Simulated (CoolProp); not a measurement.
Vapour-liquid equilibrium of R125 (1) + R1234yf (2) at 0.0129 MPa; x and y are mole fractions of (1).

Values from CoolProp's multi-fluid Helmholtz-energy mixture model, Lemmon 2005 and Lemmon 2022; pair parameters Bell 2023.

```json
[
 {"x": "0.05", "bubble temperature, mixture model (K)": "204.1", "bubble temperature, Raoult's law (K)": "204.1", "y, mixture model": "0.126", "y, Raoult's law": "0.124"},
 {"x": "0.2", "bubble temperature, mixture model (K)": "200.9", "bubble temperature, Raoult's law (K)": "201.0", "y, mixture model": "0.407", "y, Raoult's law": "0.406"},
 {"x": "0.35", "bubble temperature, mixture model (K)": "198.2", "bubble temperature, Raoult's law (K)": "198.3", "y, mixture model": "0.598", "y, Raoult's law": "0.599"},
 {"x": "0.5", "bubble temperature, mixture model (K)": "196.1", "bubble temperature, Raoult's law (K)": "196.1", "y, mixture model": "0.735", "y, Raoult's law": "0.737"},
 {"x": "0.65", "bubble temperature, mixture model (K)": "194.2", "bubble temperature, Raoult's law (K)": "194.2", "y, mixture model": "0.837", "y, Raoult's law": "0.840"},
 {"x": "0.8", "bubble temperature, mixture model (K)": "192.5", "bubble temperature, Raoult's law (K)": "192.6", "y, mixture model": "0.917", "y, Raoult's law": "0.920"},
 {"x": "0.95", "bubble temperature, mixture model (K)": "191.1", "bubble temperature, Raoult's law (K)": "191.1", "y, mixture model": "0.981", "y, Raoult's law": "0.982"}
]
```

The largest gap from Raoult's law is -0.1 K in bubble temperature, at x = 0.2. No azeotrope shows between x = 0.05 and 0.95.

The pair parameters rest on a limited set of measurements; away from them the model extrapolates.
